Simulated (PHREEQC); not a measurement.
PHREEQC input (ion-association model, phreeqc.dat):

```
SOLUTION_SPECIES
  2 NO3- + 12 H+ + 10 e- = N2 + 6 H2O  # shut off: nitrate stays nitrate
    -log_k -100
    -delta_h 0
    -analytic -100
SOLUTION 1
  temp 20
  units mol/kgw
  pH 7 charge
  Cl 0.24
  Mg 0.12
END
SELECTED_OUTPUT 1
  -reset false
  -pH true
  -pe true
  -ionic_strength true
  -water true
  -totals Cl Fe K Mg N Na S Fe(2) Fe(3) N(5)
    N(3) N(0) N(-3) S(-2) S(6)
  -molalities H+ Mg+2 Na+ K+ Fe+2 Cl- SO4-2 NO3- OH- O2
    HSO4- S-2 HS- H2S NO2- NH4+ NH3 NH4SO4- MgOH+ MgSO4
    NaOH NaSO4- KSO4- FeOH+ Fe(OH)3- FeCl+ FeSO4 FeHSO4+ Fe(HS)2 Fe(HS)3-
    Fe+3 FeOH+2 Fe(OH)2+ Fe(OH)3 Fe(OH)4- Fe(OH)2 Fe2(OH)2+4 Fe3(OH)4+5 FeCl+2 FeCl2+
    FeCl3 FeSO4+ FeHSO4+2 Fe(SO4)2-
  -equilibrium_phases Jarosite-K Fe(OH)3(a) Halite Sylvite
PRINT
  -reset false
USE solution 1
REACTION 1
  NaNO3 1
  0 0.0208 0.0417 0.0625 0.0833 0.104 0.125 0.146 0.167 0.188 0.208 0.229 0.25 moles
EQUILIBRIUM_PHASES 1
  Jarosite-K 0 0.5
  Fe(OH)3(a) 0 0
  Halite 0 0
  Sylvite 0 0
  O2(g) -0.68 10
END
```

Selected output (columns that matter, 13 of 13 rows; NaNO3 added (mol) added in front):

```
NaNO3 added (mol)	pH	mu	Fe	K	N	Na	S	m_H+	m_Mg+2	m_Na+	m_K+	m_SO4-2	Jarosite-K	Fe(OH)3(a)
0	3.6136	0.36035	0.00016923	0.00021819	0	0	0.00043639	0.00031332	0.11973	0	0.00021814	0.00016402	0.49978	0.00048536
0.0208	3.6141	0.38118	0.00017165	0.00022007	0.0208	0.0208	0.00044014	0.00031379	0.11973	0.020796	0.00022002	0.00016753	0.49978	0.00048856
0.0417	3.6144	0.4021	0.00017406	0.00022195	0.0417	0.0417	0.0004439	0.0003143	0.11974	0.041692	0.0002219	0.00017086	0.49978	0.00049179
0.0625	3.6146	0.42292	0.00017642	0.00022381	0.0625	0.0625	0.00044762	0.00031484	0.11974	0.062488	0.00022376	0.00017399	0.49978	0.00049502
0.0833	3.6148	0.44373	0.00017875	0.00022567	0.0833	0.0833	0.00045133	0.00031541	0.11974	0.083284	0.00022561	0.00017696	0.49977	0.00049825
0.104	3.6148	0.46445	0.00018104	0.0002275	0.104	0.104	0.00045501	0.00031599	0.11975	0.10398	0.00022745	0.00017976	0.49977	0.00050147
0.125	3.6148	0.48547	0.00018334	0.00022936	0.125	0.125	0.00045872	0.00031661	0.11975	0.12498	0.00022931	0.00018245	0.49977	0.00050473
0.146	3.6148	0.50649	0.00018561	0.0002312	0.146	0.146	0.00046241	0.00031723	0.11975	0.14597	0.00023115	0.00018501	0.49977	0.000508
0.167	3.6147	0.5275	0.00018787	0.00023304	0.167	0.167	0.00046608	0.00031787	0.11976	0.16697	0.00023299	0.00018743	0.49977	0.00051126
0.188	3.6145	0.54852	0.0001901	0.00023487	0.188	0.188	0.00046974	0.00031852	0.11976	0.18796	0.00023482	0.00018974	0.49977	0.00051451
0.208	3.6143	0.56853	0.0001922	0.0002366	0.208	0.208	0.00047321	0.00031915	0.11976	0.20796	0.00023655	0.00019184	0.49976	0.0005176
0.229	3.6141	0.58955	0.0001944	0.00023842	0.229	0.229	0.00047683	0.00031981	0.11976	0.22896	0.00023836	0.00019394	0.49976	0.00052084
0.25	3.6138	0.61056	0.00019658	0.00024022	0.25	0.25	0.00048044	0.00032048	0.11977	0.24995	0.00024017	0.00019594	0.49976	0.00052408
```

Complexes and solids missing from the database can't appear.
